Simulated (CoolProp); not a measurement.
A single-stage vapour-compression cycle with R124: evaporating at 228.15 K (dew point), condensing at 287.15 K (bubble point), superheat 5 K, subcooling 2 K, compressor efficiency 0.7, no pressure losses. Each further row changes one setting.

Model: reference Helmholtz-energy equation of state, de Vries 1995, in CoolProp.

```csv
case,cooling COP,pressure ratio,discharge temperature (K),refrigerating effect (kJ/kg),volumetric capacity (kJ/m³)
as stated,2.13,13.5,320.8,123,175
evaporating temperature 233.15 K,?,10.2,?,126,234
condensing temperature 282.15 K,2.40,11.3,314.7,129,183
subcooling 7 K,2.23,13.5,320.8,129,183
superheat 15 K,?,13.5,?,130,177
compressor efficiency 0.6,1.83,13.5,332.9,123,175
```

Problem. Fill in the missing entries.

Solution. 
- evaporating temperature 233.15 K, cooling COP: 2.44
- evaporating temperature 233.15 K, discharge temperature (K): 316.9
- superheat 15 K, cooling COP: 2.15
- superheat 15 K, discharge temperature (K): 332.1
